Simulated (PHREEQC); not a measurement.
Solution (25 °C): 130 mmol/kgw FeCl2. Closed to the air; pH follows from the charge balance.

Model: ion-association model, phreeqc.dat, run in PHREEQC.

```csv
quantity,before,after
pH,5.47,4.98
ionic strength (mol/kgw),0.369,0.371
Cl- (mol/kgw),0.250,0.250
```

What was changed between the two runs?
A) FeCl2 from 0.13 to 0.117 mol/kgw
B) FeCl2 replaced by AlCl3 at the same molality
C) FeCl2 from 0.13 to 0.013 mol/kgw
D) temperature from 25 to 60 °C
E) diluted 100-fold with water

D, temperature from 25 to 60 °C

Precipitation was switched off in this run. At this temperature some constants are extrapolated from 25 °C, and those without enthalpy data are left unchanged.
